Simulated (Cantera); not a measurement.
A closed system holds: 1 mol Si2H6, 0.17 mol H2O, 0.97 mol H2, equilibrated at 1050 K and 750 Torr.

Cantera equilibrium calculation (NASA polynomials, part measured and part estimated; ideal gas, pure solids and liquids). Candidate condensed phases: H2O, Si, SiO2; 18 gas species. The feed counts by its element totals alone. Mutual solubility and eutectic melting of coexisting phases are not modelled. Kinetics and transport are ignored.

Base state: H2 1.00 (mole fractions); condensed: Si(s) + SiO2(β-quartz).

**Question.** What changes in the equilibrium state with this change: Si2H6 replaced by HMDSO?

**Answer.** 
```tsv
species	before	after
H2	1.00	0.948
CH4	0	0.0515
Si(s), mol	1.92	0
SiO2(β-quartz), mol	0.0850	0.585
C(graphite), mol	0	4.09
SiC(s), mol	0	1.42
```
Further candidate phases: C, C6H6, C7H8, C8H18, SiC.
